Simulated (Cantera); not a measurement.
## Thermodynamics of chlorosilane synthesis and conversion, feed Si + Cl₂ + H₂

A closed system holds: 1 mol Si, a varied amount of Cl₂, 0.28 mol H₂, equilibrated at 0.180 bar.

These are equilibrium values from Cantera (NASA tables, ideal gas, pure condensed phases), not measurements of a reactor. Candidate condensed phases: Si; 19 gas species. The tables' values for SiCl₃ are old estimates. Rates play no part.

**Question.** Map the stable condensed phases over T = 302, 402, 502, 602, 702, 802, 902, 1002, 1102, 1202, 1302, 1402 °C and n(Cl₂) in mol = 0.5, 0.58, 0.67, 0.77, 0.89, 1, 1.2, 1.4, 1.6, 1.8, 2.1, 2.5, 2.8.

**Answer.** 
```
T in °C \ n(Cl₂) in mol
          0.5 0.58 0.67 0.77 0.89    1  1.2  1.4  1.6  1.8  2.1  2.5  2.8
   1402     A    A    A    A    A    A    A    B    B    B    B    B    B
   1302     A    A    A    A    A    A    A    B    B    B    B    B    B
   1202     A    A    A    A    A    A    A    A    B    B    B    B    B
   1102     A    A    A    A    A    A    A    A    A    B    B    B    B
   1002     A    A    A    A    A    A    A    A    A    A    B    B    B
    902     A    A    A    A    A    A    A    A    A    A    B    B    B
    802     A    A    A    A    A    A    A    A    A    A    B    B    B
    702     A    A    A    A    A    A    A    A    A    A    B    B    B
    602     A    A    A    A    A    A    A    A    A    A    B    B    B
    502     A    A    A    A    A    A    A    A    A    A    B    B    B
    402     A    A    A    A    A    A    A    A    A    A    B    B    B
    302     A    A    A    A    A    A    A    A    A    A    B    B    B
```
A: Si; B: gas only.
